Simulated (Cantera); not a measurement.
What does this Cantera script print?

```python
import numpy as np
import cantera as ct

gas_names = """
    H HNO HNO2 HNO3 HO2 H2 H2O H2O2 N NH NH2 NH3 NH2OH NO NO2 NO3 N2 N2H2 N2H4 N2O O OH O2 O3 Si SiH
    SiH2 SiH3 SiH4 SiN SiO SiO2 Si2 Si2N Si3
""".split()
cond_names = """
    H2O(s) H2O(L) Si(cr) Si(L) SiO2(Lqz) SiO2(hqz) SiO2(L) Si2N2O(s) Si3N4(a)
""".split()


# ... load() reads the species with a 1 bar reference pressure and builds the phases ...
atoms = {
    'Si': {'Si': 1},
    'N2O': {'N': 2, 'O': 1},
    'H2': {'H': 2},
    'O2': {'O': 2},
}
top_T = {'Si2N2O(s)': 2100, 'Si3N4(a)': 2400}  # K; cautious upper limits of use, not melting points


# ... equilibrate(T, P, feed) seeds the gas with the atoms and calls Mixture.equilibrate('TP', solver="vcs", rtol=1e-11, max_steps=5000) ...
results = []
feed = {'Si': 1, 'N2O': 0.27, 'H2': 61, 'O2': 0.019}  # mol
P = 290000  # Pa
for T in [925, 1025, 1125, 1225, 1325, 1425, 1525, 1625, 1725, 1825, 1925, 2025, 2125]:
    mix = equilibrate(T, P, feed)
    results.append((T, P, feed, dict(zip(mix.species_names, mix.species_moles))))

top = {s: max(r[3][s] / sum(r[3][g] for g in gas_names) for r in results) for s in gas_names}
cols = sorted((s for s in top if top[s] > 1e-05), key=lambda s: -top[s])[:7]
seen = [c for c in cond_names if any(r[3].get(c, 0) > 1e-12 for r in results)]
print("log10 of partial pressures in bar; condensed amounts in mol")
print(f"{'T/K':>10s}" + "".join(f"{s[:9]:>10s}" for s in cols + seen))
for T, P, feed, n in results:
    ng = sum(n[g] for g in gas_names)
    print(f"{T:10.4g}" + "".join(f"{np.log10(max(n[s] / ng * P / 1e5, 1e-99)):10.3f}" for s in cols)
          + "".join(f"{n.get(c, 0):10.4g}" for c in seen))
```

Result:

```
log10 of partial pressures in bar; condensed amounts in mol
       T/K        H2       SiO        N2         H      SiH2        Si       SiH    Si(cr)     Si(L) SiO2(hqz) Si2N2O(s)
       925     0.462   -10.756   -17.630    -9.353   -10.589   -17.649   -15.252    0.4409         0     0.019      0.27
      1025     0.462    -8.841   -14.937    -8.130    -9.258   -15.181   -13.205    0.4409         0     0.019      0.27
      1125     0.462    -7.272   -12.729    -7.121    -8.163   -13.154   -11.525    0.4409         0     0.019      0.27
      1225     0.462    -5.964   -10.886    -6.275    -7.248   -11.461   -10.122    0.4409         0   0.01899      0.27
      1325     0.462    -4.858    -9.325    -5.555    -6.471   -10.025    -8.934    0.4407         0   0.01884      0.27
      1425     0.462    -3.911    -7.986    -4.935    -5.804    -8.793    -7.914    0.4396         0   0.01767      0.27
      1525     0.462    -3.091    -6.826    -4.395    -5.225    -7.724    -7.031    0.4323         0   0.01034      0.27
      1625     0.462    -2.746    -5.441    -3.920    -4.718    -6.788    -6.258    0.4217         0         0    0.2699
      1725     0.462    -2.717    -3.915    -3.500    -4.301    -5.993    -5.607         0    0.4234         0    0.2674
      1825     0.461    -2.447    -2.749    -3.125    -3.987    -5.342    -5.085         0    0.4572         0    0.2324
      1925     0.459    -1.922    -1.992    -2.790    -3.708    -4.759    -4.619         0    0.6334         0   0.05388
      2025     0.458    -1.840    -1.896    -2.487    -3.455    -4.235    -4.200         0    0.6822         0         0
      2125     0.457    -1.840    -1.896    -2.211    -3.226    -3.760    -3.820         0    0.6723         0         0
```

These are equilibrium values from Cantera (NASA tables, ideal gas, pure condensed phases), not measurements of a reactor. Mutual solubility and eutectic melting of coexisting phases are not modelled. The tables hold silica as quartz up to 1696 K and as liquid above; real silica turns to tridymite and cristobalite and melts near 1996 K. Gases not in the tables: Si2H6 and higher silanes.
